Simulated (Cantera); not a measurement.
Carbon deposition, reforming and gasification: acetone + H₂O + H₂

Input: 1 mol acetone, 0.29 mol H₂O, 15 mol H₂, equilibrated at 0.0100 bar.

Cantera equilibrium calculation (NASA polynomials, part measured and part estimated; ideal gas, pure solids and liquids). Candidate condensed phases: C, C₆H₆, C₇H₈, C₈H₁₈, H₂O; 110 gas species. The feed counts by its element totals alone. Kinetics and transport are ignored.

```tsv
T (K)	x H₂	x CH₄	x H₂O	x H	x CO	x CO₂	x C₂H₂ (acetylene)	x C₂H	n C(graphite)
598	0.721	0.195	0.0827	<1e-12	0.000193	0.000643	<1e-12	<1e-12	0
748	0.909	0.0274	0.0272	2.74e-12	0.0311	0.00579	<1e-12	<1e-12	1.81
898	0.931	0.00278	0.00151	1.06e-9	0.0642	0.000242	4.90e-11	<1e-12	1.69
1048	0.934	0.000509	0.000115	7.46e-8	0.0658	9.60e-6	3.68e-9	<1e-12	1.70
1198	0.934	0.000140	1.63e-5	1.84e-6	0.0659	8.44e-7	9.24e-8	<1e-12	1.71
1348	0.934	5.09e-5	3.59e-6	2.24e-5	0.0659	1.29e-7	1.12e-6	<1e-12	1.71
1498	0.934	2.26e-5	1.07e-6	0.000166	0.0659	2.93e-8	8.23e-6	2.72e-12	1.71
1648	0.933	1.17e-5	4.00e-7	0.000860	0.0659	8.81e-9	4.17e-5	1.66e-10	1.71
1798	0.931	6.71e-6	1.76e-7	0.00340	0.0658	3.27e-9	0.000161	5.09e-9	1.70
1948	0.923	4.17e-6	8.77e-8	0.0109	0.0655	1.42e-9	0.000498	9.13e-8	1.69
2098	0.905	2.71e-6	4.75e-8	0.0293	0.0649	6.91e-10	0.00129	1.07e-6	1.66
2248	0.865	1.78e-6	2.69e-8	0.0683	0.0636	3.64e-10	0.00287	8.93e-6	1.59
```
x: gas mole fraction; n: condensed amount in mol.

At 598 K nothing is condensed. From 748 K to 2248 K the condensed part is C(graphite). The main C-bearing gas is CH₄ at 598 K and CO at 2248 K. The share of C in condensed phases is highest at 748 K (60.5 %) and lowest at 598 K (0.0 %).
